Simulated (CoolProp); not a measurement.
Vapour-liquid equilibrium of dimethyl carbonate (1) + n-nonane (2) at 0.0252 MPa; x and y are mole fractions of (1).

Computed with CoolProp (multi-fluid Helmholtz-energy mixture model, Zhou 2011 and Lemmon 2006; pair parameters Bell 2016).

| x | bubble temperature (°C) | y at the bubble point | dew temperature at overall composition x (°C) | liquid density (mol/L) |
|---|---|---|---|---|
| 0.05 | 86.6 | … | 103.6 | 5.323 |
| 0.15 | 67.5 | 0.804 | 100.7 | 5.766 |
| 0.25 | 59.3 | 0.876 | 97.4 | 6.182 |
| 0.35 | 55.7 | 0.902 | 93.8 | 6.613 |
| 0.45 | 54.3 | 0.913 | 89.7 | 7.085 |
| 0.55 | … | 0.916 | 84.9 | 7.615 |
| 0.65 | 53.6 | 0.918 | 79.3 | 8.226 |
| 0.75 | 53.3 | … | 72.2 | 8.942 |
| 0.85 | 52.8 | 0.934 | 62.6 | … |
| 0.95 | 52.2 | 0.966 | 52.4 | 10.82 |

What belongs in the gaps?


- 0.05, y at the bubble point: 0.518
- 0.55, bubble temperature (°C): 53.8
- 0.75, y at the bubble point: 0.922
- 0.85, liquid density (mol/L): 9.793

No azeotrope shows between x = 0.05 and 0.95.

Pair parameters are fitted to limited data, so mixtures are less certain than the pure fluids. With so large a gap from Raoult's law the liquid may split in two, which this calculation doesn't test in full.
